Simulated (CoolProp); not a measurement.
A single-stage vapour-compression cycle with ethane: evaporating at 250.15 K (dew point), condensing at 290.15 K (bubble point), superheat 5 K, subcooling 0 K, compressor efficiency 0.75, no pressure losses. Each further row changes one setting.

Model: reference Helmholtz-energy equation of state, Bücker 2006, in CoolProp.

```
case                              cooling COP  pressure ratio  discharge temperature (K)  refrigerating effect (kJ/kg)  volumetric capacity (kJ/m³)
--------------------------------  -----------  --------------  -------------------------  ----------------------------  ---------------------------
as stated                                3.05            2.70                      320.8                           243                         5540
evaporating temperature 255.15 K         3.64             ___                      317.1                           246                         6470
condensing temperature 285.15 K          3.75             ___                      313.1                           264                         6020
subcooling 5 K                           3.34            2.70                      320.8                           ___                         6060
superheat 15 K                           3.08            2.70                        ___                           264                          ___
compressor efficiency 0.65               2.65            2.70                      325.6                           243                         5540
```

Some entries are withheld; supply them.


- evaporating temperature 255.15 K, pressure ratio: 2.35
- condensing temperature 285.15 K, pressure ratio: 2.42
- subcooling 5 K, refrigerating effect (kJ/kg): 266
- superheat 15 K, discharge temperature (K): 331.3
- superheat 15 K, volumetric capacity (kJ/m³): 5600
